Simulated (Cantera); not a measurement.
A closed system holds: 1 mol SiH4, 28 mol N2, held at 0.0100 bar.

Cantera equilibrium calculation (NASA polynomials, part measured and part estimated; ideal gas, pure solids and liquids). Candidate condensed phases: Si, Si3N4; 18 gas species. N2 is the only nitrogen source here; it is nearly inert below about 1500 K, so the nitride shown seldom forms there in practice. The tables' values for SiN are old estimates; treat these amounts as uncertain. Equilibrium is a limit: real reactors are often held back by kinetics, nucleation or transport.

log p: log10 of the partial pressure in bar; n: condensed amount in mol.

| T (K) | log p N2 | log p H2 | log p Si | log p H | n Si3N4(s) | n Si(l) |
|---|---|---|---|---|---|---|
| 823 | -2.03 | -3.17 | <-14 | -12.72 | 0.333 | 0 |
| 1023 | -2.03 | -3.17 | <-14 | -9.97 | 0.333 | 0 |
| 1223 | -2.03 | -3.17 | <-14 | -8.11 | 0.333 | 0 |
| 1423 | -2.03 | -3.17 | ___ | -6.76 | 0.333 | 0 |
| 1623 | -2.03 | -3.17 | ___ | -5.74 | 0.333 | 0 |
| 1823 | -2.03 | -3.18 | ___ | -4.95 | 0 | 0.984 |
| 2023 | -2.03 | -3.20 | ___ | -4.32 | 0 | 0.805 |

Question: Complete the blanks.

Answer: 
- 1423, log p Si: -10.81
- 1623, log p Si: -7.69
- 1823, log p Si: -5.35
- 2023, log p Si: -4.24
